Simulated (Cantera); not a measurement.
Input: 1 mol Cu, 0.022 mol H2O, 170 mol H2, at 0.220 bar.

These are equilibrium values from Cantera (NASA tables, ideal gas, pure condensed phases), not measurements of a reactor. Candidate condensed phases: Cu, CuO, Cu(OH)2, Cu2O, H2O; 12 gas species. Rates play no part.

Problem. Which condensed phases are stable at each of these points (T (°C)): 1575, 1600, 1625, 1650, 1675, 1700, 1725, 1750, 1775, 1800?

Solution. 
```csv
T (°C),condensed phases,Cu condensed (%)
1575,Cu(l),27.5
1600,Cu(l),4.9
1625,gas only,0.0
1650,gas only,0.0
1675,gas only,0.0
1700,gas only,0.0
1725,gas only,0.0
1750,gas only,0.0
1775,gas only,0.0
1800,gas only,0.0
```

From 1575 °C to 1600 °C the condensed part is Cu(l). From 1625 °C to 1800 °C nothing is condensed.
